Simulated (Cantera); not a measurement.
Mixture: H2 : O2 : N2 = 1 : 0.725 : 2.72 (molar parts), at 7500 Torr, adiabatic and at constant pressure. Ignition delay is the time to a rise of 400 K.

Cantera simulation using GRI-Mech 3.0 (53 species, 325 reactions); the numbers are that mechanism's predictions, not measurements. The hydrogen kinetics of GRI-Mech 3.0 are dated; newer H2 mechanisms differ, most at raised pressure. Where the delays flatten at high temperature, the 400 K rule measures the pace of heat release, not the induction time.

Question: What does this change do: pressure from 7500 Torr to 2100 Torr?

Answer: 
```json
[
 {"quantity": "delay at 1298 K", "before": "5.18 µs", "after": "11.2 µs"},
 {"quantity": "delay at 1498 K", "before": "1.53 µs", "after": "5.63 µs"},
 {"quantity": "delay at 1698 K", "before": "0.869 µs", "after": "4.11 µs"},
 {"quantity": "delay at 1898 K", "before": "0.638 µs", "after": "3.89 µs"},
 {"quantity": "delay at 2098 K", "before": "0.565 µs", "after": "4.31 µs"}
]
```
